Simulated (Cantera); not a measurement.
Input: 1 mol C2F6, 0.013 mol HCl, 0.65 mol CH4, held at 1727 °C and 0.0120 Torr.

Method: chemical equilibrium by Gibbs-energy minimisation in Cantera with the NASA 1993 tables (ideal gas, pure condensed phases). Candidate condensed phases: C, C6H6, C7H8, C8H18; 118 gas species. The feed counts by its element totals alone. Rates play no part.

Base state: F 0.509, HF 0.450, CF2 0.0361, CF 0.00236, Cl 0.00224, CF4 0.000168, CF3 6.78e-5, H 6.02e-5 (mole fractions); condensed: C(graphite).

What changes in the equilibrium state with this change: pressure from 0.0120 Torr to 0.0353 Torr?


```json
[
 {"species": "HF", "before": "0.450", "after": "0.473"},
 {"species": "F", "before": "0.509", "after": "0.441"},
 {"species": "CF2", "before": "0.0361", "after": "0.0797"},
 {"species": "CF4", "before": "0.000168", "after": "0.00240"},
 {"species": "CF3", "before": "6.78e-5", "after": "0.000380"},
 {"species": "H", "before": "6.02e-5", "after": "2.48e-5"},
 {"species": "CF", "before": "0.00236", "after": "0.00204"},
 {"species": "Cl", "before": "0.00224", "after": "0.00235"},
 {"species": "C(graphite), mol", "before": "2.43", "after": "2.18"}
]
```
Gases not in the tables: C2F6 and larger saturated fluorocarbons.

What changes in the equilibrium state with this change: C2F6 replaced by CH2F2?


```tsv
species	before	after
HF	0.450	0.542
H2	2.19e-8	0.251
H	6.02e-5	0.204
F	0.509	0.000181
CF2	0.0361	4.57e-9
C2H2 (acetylene)	<1e-9	0.000193
CF4	0.000168	<1e-9
CF3	6.78e-5	<1e-9
CF	0.00236	8.39e-7
HCl	1.10e-6	0.00219
C(graphite), mol	2.43	1.65
```

What changes in the equilibrium state with this change: temperature from 1727 °C to 327 °C?


```tsv
species	before	after
HF	0.450	0.751
CF4	0.000168	0.245
HCl	1.10e-6	0.00375
F	0.509	<1e-9
CF2	0.0361	<1e-9
CF	0.00236	<1e-9
Cl	0.00224	<1e-9
CF3	6.78e-5	<1e-9
H	6.02e-5	<1e-9
C(graphite), mol	2.43	1.80
```
Condensed phases not in the tables: fluorocarbon polymer. Gases not in the tables: C2F6 and larger saturated fluorocarbons.
